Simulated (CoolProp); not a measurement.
Vapour-liquid equilibrium of cyclopentane (1) + octamethylcyclotetrasiloxane (D4) (2) at 2.22 bar; x and y are mole fractions of (1).

Values from CoolProp's multi-fluid Helmholtz-energy mixture model, Gedanitz 2015 and Thol 2015; pair parameters Bell 2016.

### Question
Give the bubble temperature and the first vapour's composition at x = 0.15, 0.45, 0.65. Is there an azeotrope?

### Answer
x = 0.15: 171.2 °C, y = 0.626; x = 0.45: 117.3 °C, y = 0.953; x = 0.65: 96.7 °C, y = 0.987. No azeotrope shows between x = 0.05 and 0.95.

The pair parameters rest on a limited set of measurements; away from them the model extrapolates. With so large a gap from Raoult's law the liquid may split in two, which this calculation doesn't test in full.
